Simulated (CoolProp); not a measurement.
trans-2-butene along the isotherm 251.85 °C: fugacity coefficient from the reference equation and from simpler models built on Tc = 155.5 °C, pc = 40.19 bar, ω = 0.210; each cubic takes its own stable root.

The numbers come from the reference Helmholtz-energy equation of state, Lemmon 2005 in CoolProp. It is a short technical equation, of lower accuracy than the large ones.

| p (bar) | phase | reference |
|---|---|---|
| 1.27 | gas | 0.9945 |
| 1.98 | gas | 0.9914 |
| 3.08 | gas | 0.9866 |
| 4.8 | gas | 0.9791 |
| 7.47 | gas | 0.9676 |
| 11.6 | gas | 0.9500 |
| 18.1 | gas | 0.9228 |
| 28.2 | gas | 0.8814 |
| 43.9 | supercritical | 0.8197 |
| 68.4 | supercritical | 0.7311 |
| 106 | supercritical | 0.6207 |
| 166 | supercritical | 0.5179 |
| 258 | supercritical | 0.4578 |
| 402 | supercritical | 0.4508 |

Q: How far does each simpler model (van der Waals, Redlich-Kwong, Soave-Redlich-Kwong) lie from the reference over these 14 states: mean and median of the absolute difference, and the worst?

A: 
- van der Waals: mean 2.4 %, median 0.4 %, worst +16.5 % at 251.85 °C and 402 bar
- Redlich-Kwong: mean 0.8 %, median 0.4 %, worst -2.5 % at 251.85 °C and 106 bar
- Soave-Redlich-Kwong: mean 3.3 %, median 0.6 %, worst +15.5 % at 251.85 °C and 402 bar
